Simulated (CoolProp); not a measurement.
R1234ze(Z) along the isobar 4.59 MPa: density (kg/m³) from the reference equation and from simpler models built on Tc = 150.1 °C, pc = 3.531 MPa, ω = 0.327; each cubic takes its own stable root.

Values from CoolProp's reference Helmholtz-energy equation of state, Akasaka 2019.

| T (°C) | phase | reference |
|---|---|---|
| 54.35 | liquid | 1162 |
| 68.35 | liquid | 1122 |
| 82.45 | liquid | 1078 |
| 96.55 | liquid | 1030 |
| 110.55 | liquid | 976.8 |
| 124.65 | liquid | 914.2 |
| 138.75 | liquid | 835.7 |
| 152.75 | supercritical | 721.1 |
| 166.85 | supercritical | 442.5 |

### Question
How far does each simpler model (van der Waals, Redlich-Kwong, Soave-Redlich-Kwong, Peng-Robinson) lie from the reference over these 9 states: mean and median of the absolute difference, and the worst?

### Answer
- van der Waals: mean 38.6 %, median 42.8 %, worst -44.6 % at 54.35 °C and 4.59 MPa
- Redlich-Kwong: mean 22.0 %, median 23.6 %, worst -25.5 % at 138.75 °C and 4.59 MPa
- Soave-Redlich-Kwong: mean 20.8 %, median 19.9 %, worst -25.7 % at 152.75 °C and 4.59 MPa
- Peng-Robinson: mean 11.4 %, median 10.7 %, worst -18.0 % at 152.75 °C and 4.59 MPa
